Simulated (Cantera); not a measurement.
Mixture: 4.32 % CH4, 20.1 % O2, 75.6 % N2, equivalence ratio 0.43, at 0.360 bar, adiabatic and at constant volume. Ignition delay is the time to a rise of 400 K.

Detailed kinetics in Cantera: GRI-Mech 3.0 (53 species, 325 reactions).

Q: Predict: delay at 1000 K; delay at 1050 K; delay at 1100 K; delay at 1150 K; delay at 1200 K; delay at 1250 K; delay at 1300 K; apparent activation energy between 1200 and 1300 K.

A: 
```json
{
 "delay at 1000 K": "1.93 s",
 "delay at 1050 K": "0.766 s",
 "delay at 1100 K": "0.319 s",
 "delay at 1150 K": "0.140 s",
 "delay at 1200 K": "64.7 ms",
 "delay at 1250 K": "31.5 ms",
 "delay at 1300 K": "16.2 ms",
 "apparent activation energy between 1200 and 1300 K": "180 kJ/mol"
}
```
